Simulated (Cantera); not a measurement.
Cantera with NASA thermochemical tables; ideal gases at 1 bar, condensed phases pure. Values are per mole of reaction as written; species without (g) are pure solids or liquids, kept so even where they would boil at 1 bar.

2 Pb + O2(g) → 2 PbO(g), with ΔH° = 140.6 kJ and ΔS° = 145.2 J/K at 300 K.

Q: How far is the shortcut ΔG° ≈ ΔH°(300 K) − T·ΔS°(300 K) from the full temperature-dependent value at 525, 625, 725, 825, 925, 1025, 1125, 1225 K?

A: 
```json
[
 {"T (K)": "525", "shortcut (kJ)": "64.3", "full (kJ)": "65.5", "difference (kJ)": "-1.2", "difference in log10 K": "0.12", "condensed phases": "Pb(s)"},
 {"T (K)": "625", "shortcut (kJ)": "49.8", "full (kJ)": "52.5", "difference (kJ)": "-2.8", "difference in log10 K": "0.23", "condensed phases": "Pb(l)"},
 {"T (K)": "725", "shortcut (kJ)": "35.3", "full (kJ)": "41.1", "difference (kJ)": "-5.9", "difference in log10 K": "0.42", "condensed phases": "Pb(l)"},
 {"T (K)": "825", "shortcut (kJ)": "20.7", "full (kJ)": "30.0", "difference (kJ)": "-9.2", "difference in log10 K": "0.59", "condensed phases": "Pb(l)"},
 {"T (K)": "925", "shortcut (kJ)": "6.2", "full (kJ)": "19.1", "difference (kJ)": "-12.9", "difference in log10 K": "0.73", "condensed phases": "Pb(l)"},
 {"T (K)": "1025", "shortcut (kJ)": "-8.3", "full (kJ)": "8.4", "difference (kJ)": "-16.7", "difference in log10 K": "0.85", "condensed phases": "Pb(l)"},
 {"T (K)": "1125", "shortcut (kJ)": "-22.8", "full (kJ)": "-2.0", "difference (kJ)": "-20.8", "difference in log10 K": "0.96", "condensed phases": "Pb(l)"},
 {"T (K)": "1225", "shortcut (kJ)": "-37.3", "full (kJ)": "-12.4", "difference (kJ)": "-25.0", "difference in log10 K": "1.07", "condensed phases": "Pb(l)"}
]
```
The shortcut ignores heat capacities and the phase changes listed.
